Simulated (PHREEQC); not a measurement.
# Geothermal or formation water (model solution)

Synthetic water in mmol/kgw, 60 °C, pH 7.62: Na 148; K 41; Ca 16.3; Mg 7.25; Cl 165; S(6) 32.6; Alkalinity (meq/kgw) 0.0518; Si 0.773.

Cl is adjusted to close the charge balance.
Valence states are taken as typed.

Equilibrium calculation in PHREEQC: Pitzer model, pitzer.dat.

Each row changes one thing in this solution. Precipitation was switched off in this run.

```
case                                         H3SiO4- (mol/kgw)  HCO3- (mol/kgw)  MgOH+ (mol/kgw)  CO2 (mol/kgw)  CO3-2 (mol/kgw)  MgCO3 (mol/kgw)  SI of Gypsum (CaSO4:2H2O)  SI of SiO2(a) (SiO2)
-------------------------------------------  -----------------  ---------------  ---------------  -------------  ---------------  ---------------  -------------------------  --------------------
as made                                                2.14e-5          2.14e-5          1.95e-6        6.67e-7          2.60e-7          9.94e-8                      -0.12                 -0.71
Na from 148 to 74 mmol/kgw                             2.01e-5          2.28e-5          2.13e-6        7.42e-7          2.41e-7          1.15e-7                      -0.04                 -0.72
Mg from 7.25 to 21.8 mmol/kgw                          2.25e-5          1.59e-5          5.80e-6        4.75e-7          2.21e-7          2.15e-7                      -0.17                 -0.71
pH from 7.62 to 7.32 at the same alkalinity            1.09e-5          3.63e-5          9.76e-7        2.26e-6          2.21e-7          8.45e-8                      -0.12                 -0.71
```

Species that the database lacks are ignored. Constants without temperature data keep their 25 °C values here.
